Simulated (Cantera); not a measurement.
## Hydrocarbon pyrolysis for carbon deposition

A perfectly stirred reactor is fed with 1.45 % C2H6, 98.6 % N2, at 13300 Pa; it is held at 1400 K, and followed from long to short residence time.

Cantera simulation using GRI-Mech 3.0 (53 species, 325 reactions); the numbers are that mechanism's predictions, not measurements. GRI-Mech 3.0 stops at C3 and has no aromatics, soot or wall deposition, so with more carbon than oxygen in the feed, carbon stays in small species such as C2H2 where larger ones or solid carbon would form.

```tsv
τ (s)	x C2H6	x CH3	x H	x C2H	x CH4
21	9.83e-6	1.46e-5	6.67e-6	3.39e-9	0.00264
8.1	1.93e-5	2.02e-5	9.19e-6	4.67e-9	0.00265
3.2	3.74e-5	2.79e-5	1.25e-5	6.31e-9	0.00267
1.2	7.64e-5	3.98e-5	1.67e-5	8.41e-9	0.00277
0.49	0.000150	5.59e-5	2.11e-5	1.05e-8	0.00293
0.19	0.000315	8.12e-5	2.59e-5	1.26e-8	0.00314
0.075	0.000668	0.000119	3.03e-5	1.40e-8	0.00329
0.029	0.00148	0.000178	3.33e-5	1.34e-8	0.00317
0.011	0.00331	0.000269	3.32e-5	9.93e-9	0.00254
0.0045	0.00637	0.000367	2.98e-5	5.25e-9	0.00156
0.0018	0.0101	0.000422	2.44e-5	1.88e-9	0.000671
```
x: mole fraction; the columns are a selection and need not sum to one.
